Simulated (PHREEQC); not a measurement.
**Reverse-osmosis permeate: speciation**

Synthetic water in mg/L, 25 °C, pH 6.81, pe -0.3: Na 4.55; K 0.0452; Ca 10.8; Mg 1.02; Cl 12.6; S(6) as SO4 0.802; Alkalinity as HCO3 28.2; Mn(2) 0.0642; Sr 0.00973; Si as SiO2 0.0594; B 0.0257; Li 0.00362; Zn 0.0092.

Cl is adjusted to close the charge balance.
Valence states are taken as typed.

Equilibrium calculation in PHREEQC: ion-association model, phreeqc.dat.

Each row changes one thing in this solution. This is a speciation only: nothing precipitates in the calculation.

```tsv
case	CO2 (mol/kgw)	CaHCO3+ (mol/kgw)	CaSO4 (mol/kgw)	CO3-2 (mol/kgw)	Zn+2 (mol/kgw)	MgSO4 (mol/kgw)	SI of Rhodochrosite (MnCO3)	SI of Quartz (SiO2)
as made	0.000154	1.35e-6	2.82e-7	1.56e-7	1.30e-7	5.79e-8	-1.76	-2.02
temperature from 25 to 5 °C at the same typed pH	0.000226	8.51e-7	2.45e-7	9.26e-8	1.32e-7	3.40e-8	-2.06	-1.71
B from 0.0257 to 0.0514 mg/L	0.000154	1.35e-6	2.82e-7	1.56e-7	1.30e-7	5.79e-8	-1.76	-2.02
pH from 6.81 to 7.31 at the same alkalinity	4.87e-5	1.35e-6	2.82e-7	4.92e-7	1.22e-7	5.79e-8	-1.27	-2.03
pH from 6.81 to 7.81 at the same alkalinity	1.53e-5	1.34e-6	2.82e-7	1.54e-6	1.01e-7	5.79e-8	-0.80	-2.03
```

Constants without temperature data keep their 25 °C values here. The database's zinc carbonate complexes are estimates, stronger than later reviews accept.
